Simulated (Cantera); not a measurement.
What does this Cantera script print?

```python
import numpy as np
import cantera as ct

gas = ct.Solution("gri30.yaml")
gas.TPX = 1123, 30000, {'N2O': 1, 'H2O': 0.057}
reactor = ct.IdealGasConstPressureReactor(gas, energy="off", clone=False)
net = ct.ReactorNet([reactor])
net.rtol, net.atol = 1e-08, 1e-18
show = ['N2O', 'NO', 'N2', 'NO2', 'O', 'O2']
times = np.geomspace(0.0005, 100, 12)

steps = ct.SolutionArray(gas, extra=["t"])
rows = []
print(f"{'t/s':>10s}{'T/K':>9s}{'P/Pa':>11s}" + "".join(f"{s:>11s}" for s in show))
for t in times:
    while net.time < t:
        t_next = net.step()
        steps.append(gas.state, t=t_next)
    rows.append([np.interp(t, steps.t, y) for y in (steps.T, steps.P, *steps(*show).X.T)])
    print(f"{t:10.3e}{rows[-1][0]:9.1f}{rows[-1][1]:11.4g}" + "".join(f"{x:11.3e}" for x in rows[-1][2:]))
rate = np.gradient(steps.T, steps.t)
print("integrator steps:", len(steps.t))
if steps.T.max() > steps.T[0] + 200:
    print(f"time of steepest temperature rise: {steps.t[rate.argmax()]:.4e} s")
gas.TPX = 1123, 30000, {'N2O': 1, 'H2O': 0.057}
gas.equilibrate("TP")
print(f"equilibrium (TP): T = {gas.T:.1f} K  " + "  ".join(f"{s} {gas[s].X[0]:.3e}" for s in show))
```

Output:

```
       t/s      T/K       P/Pa        N2O         NO         N2        NO2          O         O2
 5.000e-04   1123.0      3e+04  9.460e-01  1.569e-06  2.103e-05  1.668e-10  6.011e-07  9.549e-06
 1.517e-03   1123.0      3e+04  9.460e-01  4.921e-06  6.539e-05  1.236e-08  6.002e-07  3.011e-05
 4.600e-03   1123.0      3e+04  9.458e-01  1.458e-05  2.019e-04  5.303e-07  5.983e-07  9.368e-05
 1.395e-02   1123.0      3e+04  9.451e-01  3.901e-05  6.199e-04  6.889e-06  5.971e-07  2.914e-04
 4.233e-02   1123.0      3e+04  9.432e-01  1.001e-04  1.897e-03  3.859e-05  5.918e-07  8.912e-04
 1.284e-01   1123.0      3e+04  9.374e-01  2.726e-04  5.753e-03  1.398e-04  5.721e-07  2.701e-03
 3.894e-01   1123.0      3e+04  9.201e-01  8.615e-04  1.714e-02  3.259e-04  5.372e-07  8.109e-03
 1.181e+00   1123.0      3e+04  8.708e-01  2.777e-03  4.961e-02  5.029e-04  5.021e-07  2.373e-02
 3.583e+00   1123.0      3e+04  7.427e-01  7.899e-03  1.340e-01  5.589e-04  4.710e-07  6.462e-02
 1.087e+01   1123.0      3e+04  4.823e-01  1.805e-02  3.057e-01  4.554e-04  4.252e-07  1.480e-01
 3.297e+01   1123.0      3e+04  1.689e-01  2.907e-02  5.130e-01  2.847e-04  3.081e-07  2.490e-01
 1.000e+02   1123.0      3e+04  1.836e-02  3.219e-02  6.137e-01  2.046e-04  7.853e-08  2.986e-01
integrator steps: 1468
equilibrium (TP): T = 1123.0 K  N2O 4.274e-09  NO 1.171e-04  N2 6.422e-01  NO2 1.985e-06  O 4.580e-09  O2 3.211e-01
```

Model: GRI-Mech 3.0 (53 species, 325 reactions), integrated in Cantera. GRI-Mech 3.0 was tuned for natural gas; its chemistry of N2O as a main component is partial and can be far from experiment. The mechanism lacks the step 2 NO + O2 → 2 NO2, which can matter for NO2 below about 1400 K. The temperature is held fixed by assumption; the heat of reaction is taken as removed at once.
